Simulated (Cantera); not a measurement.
A closed system holds: 1 mol CH3OH, 0.71 mol H2, at 698 K and 0.0100 bar.

Equilibrium computed with Cantera from the NASA thermochemical tables; the gas is ideal and each condensed phase is pure. Candidate condensed phases: C, C6H6, C7H8, C8H18, H2O; 110 gas species. Equilibrium is a limit: real reactors are often held back by kinetics, nucleation or transport.

Base state: H2 0.697, H2O 0.136, CO2 0.0802, CH4 0.0431, CO 0.0427 (mole fractions); condensed: C(graphite).

Q: What changes in the equilibrium state with this change: H2 from 0.71 to 36 mol?

A: 
| species | before | after |
|---|---|---|
| H2 | 0.697 | 0.949 |
| CH4 | 0.0431 | 0.0247 |
| H2O | 0.136 | 0.0243 |
| CO2 | 0.0802 | 0.000427 |
| CO | 0.0427 | 0.00174 |
| C(graphite), mol | 0.511 | 0 |

Q: What changes in the equilibrium state with this change: temperature from 698 K to 1623 K?

A: 
| species | before | after |
|---|---|---|
| H2 | 0.697 | 0.730 |
| CO | 0.0427 | 0.269 |
| H | <1e-9 | 0.000591 |
| H2O | 0.136 | 5.42e-6 |
| CO2 | 0.0802 | 6.45e-7 |
| CH4 | 0.0431 | 2.17e-6 |
| C(graphite), mol | 0.511 | 0 |
